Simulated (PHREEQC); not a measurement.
Consider water at 5 °C with 0.2 mol/kgw HCl and 0.00054 mol/kgw Li2SO4. Closed to the air; pH follows from the charge balance.

All values are PHREEQC results (ion-association model, phreeqc.dat), not measurements.

```json
{
  "pH": "0.80",
  "ionic_strength": "0.201 mol/kgw",
  "activity_of_water": "0.993",
  "specific_conductance": "39600 µS/cm",
  "density": "1.004 g/cm³",
  "total_alkalinity": "-200 meq/kg"
}
```

```
species  molality  activity   log γ
-------  --------  --------  ------
Cl-         0.200     0.144  -0.141
H+          0.200     0.160  -0.096
Li+       0.00108  0.000823  -0.118
HSO4-    0.000436  0.000328  -0.123
SO4-2    0.000104   3.14e-5  -0.520
LiSO4-    1.51e-7   1.13e-7  -0.128
```

Precipitation was switched off in this run. Species that the database lacks are ignored. Away from 25 °C the constants follow the database's enthalpies or fits; those with neither stay at their 25 °C values.
